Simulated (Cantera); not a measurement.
Premixed flame

A freely propagating, adiabatic, planar premixed flame of H2 : O2 : N2 : H2O = 0.77 : 0.227 : 0.855 : 0.21 (molar parts), equivalence ratio 1.7, unburnt at 623 K and 100000 Pa; mixture-averaged transport, grid criteria slope 0.08 and curve 0.16, no radiation.

Model: the H2/O2 subset of GRI-Mech 3.0, which has no nitrogen chemistry, integrated in Cantera. Burning velocities carry a grid error of a few per cent, more on coarse grids.

```tsv
z (mm)	T (K)	u (m/s)	x H2	x O2	x H2O	x OH	x H	x O
-1.27	623	8.29	0.373	0.110	0.102	<1e-8	<1e-8	<1e-8
-0.846	623	8.29	0.373	0.110	0.102	<1e-8	<1e-8	<1e-8
-0.634	623	8.29	0.373	0.110	0.102	<1e-8	<1e-8	<1e-8
-0.423	623	8.29	0.373	0.110	0.102	<1e-8	3.91e-8	<1e-8
-0.211	641	8.49	0.369	0.110	0.103	4.65e-5	0.000169	8.73e-6
-0.106	837	10.9	0.340	0.104	0.123	0.000664	0.00556	0.000258
0	1217	15.4	0.256	0.0730	0.195	0.00220	0.0344	0.00267
0.106	1489	18.6	0.173	0.0260	0.285	0.00534	0.0643	0.00427
0.211	1615	20.0	0.147	0.00826	0.320	0.00696	0.0693	0.00347
0.423	1735	21.3	0.145	0.00295	0.333	0.00783	0.0603	0.00262
0.846	1854	22.6	0.151	0.00182	0.339	0.00774	0.0464	0.00182
1.69	1964	23.7	0.156	0.00104	0.345	0.00680	0.0331	0.00106
3.38	2054	24.6	0.161	0.000503	0.351	0.00529	0.0221	0.000525
```
x: mole fraction of selected species; z is measured from the peak of heat release.

```
Quantity                     Value
------------------------  --------
laminar burning velocity  829 cm/s
thermal thickness         0.423 mm
peak x(OH)                 0.00791
peak x(H)                   0.0696
peak x(O)                  0.00430
grid points                    124
```
